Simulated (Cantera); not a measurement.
A perfectly stirred reactor is fed with CH4 : H2 : N2 = 0.017 : 1 : 0.00052 (molar parts), at 9.00 Torr; it is held at 1498 K, and followed from long to short residence time.

Detailed kinetics in Cantera: GRI-Mech 3.0 (53 species, 325 reactions). GRI-Mech 3.0 stops at C3 and has no aromatics, soot or wall deposition, so with more carbon than oxygen in the feed, carbon stays in small species such as C2H2 where larger ones or solid carbon would form. Radical loss at walls, strong at low pressure, is not modelled.

Problem. Predict: x(CH4) at τ = 19.0 s; x(H2) at τ = 19.0 s; x(CH3) at τ = 19.0 s; x(CH2) at τ = 19.0 s; x(C2H4) at τ = 19.0 s; x(CH4) at τ = 0.200 s; x(H2) at τ = 0.200 s; x(CH3) at τ = 0.200 s; x(C2H4) at τ = 0.200 s.

Solution. 
```json
{
 "x(CH4) at τ = 19.0 s": "0.0140",
 "x(H2) at τ = 19.0 s": "0.984",
 "x(CH3) at τ = 19.0 s": "3.91e-5",
 "x(CH2) at τ = 19.0 s": "4.39e-9",
 "x(C2H4) at τ = 19.0 s": "1.07e-5",
 "x(CH4) at τ = 0.200 s": "0.0167",
 "x(H2) at τ = 0.200 s": "0.983",
 "x(CH3) at τ = 0.200 s": "1.18e-5",
 "x(C2H4) at τ = 0.200 s": "6.24e-7"
}
```
